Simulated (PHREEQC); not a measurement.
A solution holds 0.14 mol HF, 0.06 mol K2HPO4 and 0.0095 mol KCl per kg of water, at 25 °C. Closed to the air; pH follows from the charge balance.

All values are PHREEQC results (ion-association model, phreeqc.dat), not measurements.

This is a speciation only: nothing precipitates in the calculation.

Task: Predict the pH, ionic strength, activity of water.

Result: pH 2.99; ionic strength 0.131 mol/kgw; activity of water 0.994.

Task: In which forms is F present?

Result: HF 43 %, F- 39 %, HF2- 18 % of the F.

Species that the database lacks are ignored.
